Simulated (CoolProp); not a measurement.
Computed with CoolProp (reference Helmholtz-energy equation of state, Lemmon 2016).

Q: For R365MFC, give the phase and the cp (kJ/(kg K)), Joule-Thomson coefficient (K/MPa) at 226.85 °C and 65.3 kPa; 226.85 °C and 276 kPa; 226.85 °C and 2390 kPa.

A: 
- 226.85 °C and 65.3 kPa: gas; cp 1.32, Joule-Thomson coefficient 6.02
- 226.85 °C and 276 kPa: gas; cp 1.33, Joule-Thomson coefficient 6.13
- 226.85 °C and 2390 kPa: gas; cp 1.45, Joule-Thomson coefficient 7.65
